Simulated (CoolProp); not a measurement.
Properties of acetone along the isobar 4.02 bar.

Values from CoolProp's reference Helmholtz-energy equation of state, Lemmon 2006. It is a short technical equation, of lower accuracy than the large ones.

```csv
T (°C),phase,speed of sound (m/s),isothermal compressibility (1/MPa)
-9.15,liquid,1326,0.0009557
-4.15,liquid,1302,0.0009973
0.75,liquid,1279,0.001040
5.75,liquid,1255,0.001087
10.65,liquid,1233,0.001135
15.65,liquid,1209,0.001188
20.55,liquid,1187,0.001242
25.55,liquid,1164,0.001301
30.45,liquid,1141,0.001363
35.45,liquid,1118,0.001430
40.35,liquid,1096,0.001501
45.35,liquid,1073,0.001578
50.35,liquid,1051,0.001661
55.25,liquid,1029,0.001748
```
